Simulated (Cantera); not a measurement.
A perfectly stirred reactor is fed with C2H6 : N2 = 1 : 1.9 (molar parts), at 975 Torr; it is held at 1500 K, and followed from long to short residence time.

Detailed kinetics in Cantera: GRI-Mech 3.0 (53 species, 325 reactions). GRI-Mech 3.0 stops at C3 and has no aromatics, soot or wall deposition, so with more carbon than oxygen in the feed, carbon stays in small species such as C2H2 where larger ones or solid carbon would form.

Question: Predict: x(C2H6) at τ = 0.750 s; x(C2H2) at τ = 0.750 s; x(H2) at τ = 0.750 s; x(CH2) at τ = 0.750 s; x(CH4) at τ = 0.750 s; x(C2H6) at τ = 36.0 ms; x(C2H2) at τ = 36.0 ms; x(H2) at τ = 36.0 ms; x(CH2) at τ = 36.0 ms; x(CH4) at τ = 36.0 ms.

Answer: 
| Quantity | Result |
|---|---|
| x(C2H6) at τ = 0.750 s | 0.000273 |
| x(C2H2) at τ = 0.750 s | 0.162 |
| x(H2) at τ = 0.750 s | 0.298 |
| x(CH2) at τ = 0.750 s | 2.63e-9 |
| x(CH4) at τ = 0.750 s | 0.0896 |
| x(C2H6) at τ = 36.0 ms | 0.00199 |
| x(C2H2) at τ = 36.0 ms | 0.154 |
| x(H2) at τ = 36.0 ms | 0.297 |
| x(CH2) at τ = 36.0 ms | 1.55e-8 |
| x(CH4) at τ = 36.0 ms | 0.0827 |
